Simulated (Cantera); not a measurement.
# Stirred combustor or abatement burner

A perfectly stirred reactor is fed with 20.4 % H2, 16.7 % O2, 62.9 % N2, equivalence ratio 0.61, at 10.0 bar; it is adiabatic with a 500 K inlet, and is followed from long to short residence time, starting on the burning branch (τ in s: 0.38, 0.13, 0.046, 0.016, 0.0056, 0.0019, 0.00068, 0.00024, 8.3e-05, 2.9e-05).

Model: GRI-Mech 3.0 (53 species, 325 reactions), integrated in Cantera. The hydrogen kinetics of GRI-Mech 3.0 are dated; newer H2 mechanisms differ, most at raised pressure.

```csv
τ (s),T (K),x H2,x O2,x H,x O,x NO2,x OH
0.38,2024,9.50e-5,0.0715,5.97e-6,6.87e-5,5.05e-6,0.00149
0.13,2026,0.000100,0.0720,6.31e-6,7.11e-5,2.20e-6,0.00152
0.046,2026,0.000111,0.0722,6.97e-6,7.48e-5,8.98e-7,0.00156
0.016,2026,0.000141,0.0722,8.75e-6,8.36e-5,3.86e-7,0.00164
0.0056,2025,0.000216,0.0722,1.37e-5,0.000106,2.07e-7,0.00183
0.0019,2022,0.000392,0.0722,2.85e-5,0.000162,1.49e-7,0.00224
0.00068,2016,0.000741,0.0721,6.75e-5,0.000279,1.34e-7,0.00288
0.00024,2005,0.00144,0.0721,0.000174,0.000518,1.18e-7,0.00382
8.3e-5,1985,0.00285,0.0722,0.000469,0.000995,9.22e-8,0.00508
2.9e-5,1949,0.00554,0.0727,0.00122,0.00186,7.12e-8,0.00653
```
x: mole fraction; the columns are a selection and need not sum to one.
